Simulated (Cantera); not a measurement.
Input: 1 mol SiCl₄, 0.62 mol C₃H₈, 7.7 mol H₂, held at 0.110 bar.

Equilibrium computed with Cantera from the NASA thermochemical tables; the gas is ideal and each condensed phase is pure. Candidate condensed phases: C, C₆H₆, C₇H₈, C₈H₁₈, Si, SiC; 109 gas species. The tables' values for SiCl, SiCl₃ are old estimates; treat these amounts as uncertain. Gases not in the tables: Si₂H₆ and higher silanes. Kinetics and transport are ignored. All values below are at 1977 °C.

Base state: H₂ 0.679, HCl 0.269, SiCl₂ 0.0243, H 0.0185, Cl 0.00528, C₂H₂ (acetylene) 0.00227, SiCl 0.000738, Si 0.000671 (mole fractions); condensed: C(graphite) + SiC(s).

Problem. What changes in the equilibrium state with this change: H₂ from 7.7 to 53 mol?

Solution. 
```tsv
species	before	after
H₂	0.679	0.907
HCl	0.269	0.0653
H	0.0185	0.0213
SiCl₂	0.0243	0.00108
SiCl₃	0.000278	2.59e-6
Cl	0.00528	0.00111
SiCl	0.000738	0.000155
CH₄	1.20e-5	2.14e-5
C(graphite), mol	1.13	0.620
SiC(s), mol	0.676	0.872
```
The tables' values for SiCl are old estimates; treat these amounts as uncertain.
